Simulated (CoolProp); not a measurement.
R404A at 373.32 K and 0.475 MPa is compressed adiabatically to 1.01 MPa with isentropic efficiency 0.9. Each further row changes one setting.

The numbers come from the reference Helmholtz-energy equation of state, Lemmon 2003 in CoolProp. It is a pseudo-pure fit of the blend.

```
case             work (kJ/kg)  final temperature (K)  final density (kg/m³)
---------------  ------------  ---------------------  ---------------------
as stated                26.3             (withheld)                   31.3
efficiency 1       (withheld)                  400.0                   31.5
efficiency 0.65          36.4             (withheld)                   30.4
```

Problem. Some entries are withheld; supply them.

Solution. 
- as stated, final temperature (K): 402.5
- efficiency 1, work (kJ/kg): 23.7
- efficiency 0.65, final temperature (K): 411.8
